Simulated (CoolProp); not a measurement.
Vapour-liquid equilibrium of toluene (1) + n-nonane (2) at 493 K; x and y are mole fractions of (1).

Computed with CoolProp (multi-fluid Helmholtz-energy mixture model, Lemmon 2006 and Lemmon 2006; pair parameters Bell 2016).

Task: Give the bubble pressure and the first vapour's composition at x = 0.05, 0.65, 0.725. Is there an azeotrope?

Result: x = 0.05: 0.5023 MPa, y = 0.101; x = 0.65: 0.8714 MPa, y = 0.769; x = 0.725: 0.9117 MPa, y = 0.821. No azeotrope shows between x = 0.05 and 0.95.

Pair parameters are fitted to limited data, so mixtures are less certain than the pure fluids.
